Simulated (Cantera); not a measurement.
An adiabatic, constant-pressure homogeneous reactor starts with H₂ : O₂ : N₂ = 1 : 0.333 : 1.25 (molar parts), at 1200 K and 2.10 bar.

Computed with Cantera and GRI-Mech 3.0 (53 species, 325 reactions). The hydrogen kinetics of GRI-Mech 3.0 are dated; newer H2 mechanisms differ, most at raised pressure.

One state of this run: T (K) = 2799; x H₂ = 0.144; x O₂ = 0.000825; x N₂O = 1.05e-7; x H = 0.0215; x H₂O₂ = 1.44e-7. x: mole fraction; the columns are a selection and need not sum to one.

Which value of t (s) does it belong to?
(A) 1.88e-5
(B) 4.00e-6
(C) 0.000413
(D) 4.06e-5

C, 0.000413
